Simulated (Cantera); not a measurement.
Charge: 1 mol SrCl₂, 0.15 mol HCl, 1.4 mol H₂, at 1125 K and 0.0585 Torr.

These are equilibrium values from Cantera (NASA tables, ideal gas, pure condensed phases), not measurements of a reactor. Candidate condensed phases: Sr, SrCl₂; 8 gas species. Rates play no part.

Base state: H₂ 0.901, HCl 0.0966, SrCl₂ 0.00201 (mole fractions); condensed: SrCl₂(s).

Problem. What changes in the equilibrium state with this change: SrCl₂ replaced by MgCl₂?

Solution. 
```json
[
 {"species": "H₂", "before": "0.901", "after": "0.549"},
 {"species": "MgCl₂", "before": "0", "after": "0.392"},
 {"species": "HCl", "before": "0.0966", "after": "0.0589"},
 {"species": "SrCl₂", "before": "0.00201", "after": "0"},
 {"species": "Mg", "before": "0", "after": "1.35e-5"},
 {"species": "SrCl₂(s), mol", "before": "0.997", "after": "0"}
]
```
Further candidate phases: Mg, MgCl₂.
